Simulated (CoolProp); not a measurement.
Nitrous oxide along the isotherm 321.7 K: density (kg/m³) from the reference equation and from simpler models built on Tc = 309.5 K, pc = 72.45 bar, ω = 0.161; each cubic takes its own stable root.

The numbers come from the reference Helmholtz-energy equation of state, Lemmon 2006 in CoolProp. It is a short technical equation, of lower accuracy than the large ones.

| p (bar) | phase | reference |
|---|---|---|
| 33.3 | gas | 64.85 |
| 66.7 | gas | 173.3 |
| 100 | supercritical | 563.8 |
| 133 | supercritical | 704.3 |
| 167 | supercritical | 761.1 |
| 200 | supercritical | 797.5 |
| 233 | supercritical | 825.5 |
| 267 | supercritical | 849.0 |
| 300 | supercritical | 868.5 |
| 333 | supercritical | 885.6 |
| 367 | supercritical | 901.3 |
| 400 | supercritical | 915.1 |
| 433 | supercritical | 927.8 |
| 467 | supercritical | 939.8 |
| 500 | supercritical | 950.6 |

**Question.** How far does each simpler model (ideal gas, van der Waals, Soave-Redlich-Kwong) lie from the reference over these 15 states: mean and median of the absolute difference, and the worst?

**Answer.** 
- ideal gas: mean 40.9 %, median 38.1 %, worst -70.8 % at 321.7 K and 100 bar
- van der Waals: mean 21.9 %, median 25.4 %, worst -25.7 % at 321.7 K and 500 bar
- Soave-Redlich-Kwong: mean 7.8 %, median 7.2 %, worst -16.0 % at 321.7 K and 100 bar
